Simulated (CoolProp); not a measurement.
Model: reference Helmholtz-energy equation of state, Leachman 2009, in CoolProp.

**Question.** Give the vapour pressure (kPa), liquid density (kg/m³), enthalpy of vaporisation (kJ/kg), vapour Z of saturated normal hydrogen at -246.25, -242.85, -241.45 °C.

**Answer.** 
```tsv
T (°C)	p (kPa)	liquid density (kg/m³)	enthalpy of vaporisation (kJ/kg)	vapour Z
-246.25	469	61.5	379	0.742
-242.85	844	53.7	290	0.608
-241.45	1050	48.6	225	0.526
```
